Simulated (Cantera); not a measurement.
Feed: 1 mol SiH₂Cl₂, 1.3 mol NH₃, 0.28 mol H₂, 0.3 mol N₂.

These are equilibrium values from Cantera (NASA tables, ideal gas, pure condensed phases), not measurements of a reactor. Candidate condensed phases: NH₄Cl, Si, Si₃N₄; 28 gas species. Mutual solubility and eutectic melting of coexisting phases are not modelled. The tables' values for SiCl₃ are old estimates. Equilibrium is a limit: real reactors are often held back by kinetics, nucleation or transport.

Stable condensed phases, one row left out:

```
T in K \ P in Pa
              5     15     45    140    410   1200   3700  11000  33000 100000
   1750       A      A      A      A      A      A      B      B      B      B
   1675       A      A      A      A      A      B      B      B      B      B
   1600       A      A      A      A      B      B      B      B      B      B
   1450       A      B      B      B      B      B      B      B      B      B
   1375       B      B      B      B      B      B      B      B      B      B
   1300       B      B      B      B      B      B      B      B      B      B
   1225       B      B      B      B      B      B      B      B      B      B
   1150       B      B      B      B      B      B      B      B      B      B
   1075       B      B      B      B      B      B      B      B      B      B
```

A: Si; B: Si₃N₄.

Task: Give the row for 1525 K.

Result: 5: Si; 15: Si; 45: Si + Si₃N₄; 140: Si₃N₄; 410: Si₃N₄; 1200: Si₃N₄; 3700: Si₃N₄; 11000: Si₃N₄; 33000: Si₃N₄; 100000: Si₃N₄.
